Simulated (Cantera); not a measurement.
Iron carbonyl, mercury and lead vapours: PbO + CO + H2

Feed: 1 mol PbO, 0.068 mol CO, 0.77 mol H2, equilibrated at 165 Torr.

Equilibrium computed with Cantera from the NASA thermochemical tables; the gas is ideal and each condensed phase is pure. Candidate condensed phases: C, C6H6, C7H8, C8H18, H2O, Pb, PbO, PbO2, Pb3O4; 113 gas species. Each liquid is taken as pure. Mutual solubility and eutectic melting of coexisting phases are not modelled. Gases not in the tables: (PbO)n polymers. Equilibrium is a limit: real reactors are often held back by kinetics, nucleation or transport.

From 773 K to 1073 K the condensed part is Pb(l) + PbO(yellow). From 1223 K to 1523 K the condensed part is Pb(l) + PbO(l). At 1673 K nothing is condensed.

```json
[
 {"T (K)": "773", "x H2O": "0.919", "x Pb": "1.05e-7", "x PbO": "7.29e-11", "x CO2": "0.0811", "n Pb(l)": "0.838", "n PbO(yellow)": "0.162", "n PbO(l)": "0"},
 {"T (K)": "923", "x H2O": "0.919", "x Pb": "1.15e-5", "x PbO": "8.57e-8", "x CO2": "0.0811", "n Pb(l)": "0.838", "n PbO(yellow)": "0.162", "n PbO(l)": "0"},
 {"T (K)": "1073", "x H2O": "0.918", "x Pb": "0.000332", "x PbO": "1.32e-5", "x CO2": "0.0811", "n Pb(l)": "0.838", "n PbO(yellow)": "0.162", "n PbO(l)": "0"},
 {"T (K)": "1223", "x H2O": "0.914", "x Pb": "0.00413", "x PbO": "0.000493", "x CO2": "0.0807", "n Pb(l)": "0.834", "n PbO(yellow)": "0", "n PbO(l)": "0.162"},
 {"T (K)": "1373", "x H2O": "0.885", "x Pb": "0.0292", "x PbO": "0.00677", "x CO2": "0.0781", "n Pb(l)": "0.812", "n PbO(yellow)": "0", "n PbO(l)": "0.157"},
 {"T (K)": "1523", "x H2O": "0.741", "x Pb": "0.139", "x PbO": "0.0535", "x CO2": "0.0653", "n Pb(l)": "0.693", "n PbO(yellow)": "0", "n PbO(l)": "0.108"},
 {"T (K)": "1673", "x H2O": "0.417", "x Pb": "0.452", "x PbO": "0.0909", "x CO2": "0.0364", "n Pb(l)": "0", "n PbO(yellow)": "0", "n PbO(l)": "0"}
]
```
x: gas mole fraction; n: condensed amount in mol.
